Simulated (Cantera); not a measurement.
A closed system holds: 1 mol Si, 2.8 mol SF6, at 848.15 K and 1.10e-5 bar.

Method: chemical equilibrium by Gibbs-energy minimisation in Cantera with the NASA 1993 tables (ideal gas, pure condensed phases). Candidate condensed phases: S, Si; 21 gas species. The tables' values for SF3 are old estimates; treat these amounts as uncertain. Equilibrium is a limit: real reactors are often held back by kinetics, nucleation or transport.

Base state: SF4 0.524, SiF4 0.263, SF6 0.212, SF3 0.000997, SF2 0.000557 (mole fractions); condensed: gas only.

Q: What changes in the equilibrium state with this change: temperature from 848.15 K to 998 K?

A: 
```
species    before     after
-------  --------  --------
SF4         0.524     0.522
SiF4        0.263     0.263
SF6         0.212     0.211
F         2.76e-6   0.00204
SF5       8.18e-6   4.92e-5
SF3      0.000997   0.00189
SF2      0.000557  0.000624
```
The tables' values for SF3, SF5 are old estimates; treat these amounts as uncertain.
